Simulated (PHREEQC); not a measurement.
# Hard or scaling water: an equilibrium model

A solution holds 0.00102 mol MgCl2 and 0.044 mol NaHCO3 per kg of water, at 88 °C. Closed to the air; pH follows from the charge balance.

Computed with PHREEQC (ion-association model, phreeqc.dat).

This is a speciation only: nothing precipitates in the calculation.

### Question
Estimate the pH, ionic strength, specific conductance.

### Answer
pH 7.67; ionic strength 0.0448 mol/kgw; specific conductance 9940 µS/cm.

### Question
In which forms is C present?

### Answer
HCO3- 91 %, CO2 3.7 %, NaCO3- 2.8 %, NaHCO3 1.1 %, MgHCO3+ 0.6 %, CO3-2 0.6 % of the C.

Away from 25 °C the constants follow the database's enthalpies or fits; those with neither stay at their 25 °C values.
